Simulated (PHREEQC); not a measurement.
Solution (25 °C): 0.031 mol/kgw HF, 0.00065 mol/kgw NH4HF2 and 0.0061 mol/kgw HCl. Closed to the air; pH follows from the charge balance.

All values are PHREEQC results (ion-association model, phreeqc.dat), not measurements.

The pH is 2.11, the ionic strength comes out as 0.00915 mol/kgw and the specific conductance is 3400 µS/cm. The total alkalinity comes out as -37.8 meq/kg.

```tsv
species	molality	activity	log γ
HF	0.0289	0.0290	0.001
H+	0.00850	0.00779	-0.038
Cl-	0.00610	0.00552	-0.044
F-	0.00275	0.00248	-0.044
NH4+	0.000650	0.000586	-0.045
HF2-	0.000305	0.000276	-0.043
```

This is a speciation only: nothing precipitates in the calculation. Complexes and solids missing from the database can't appear.
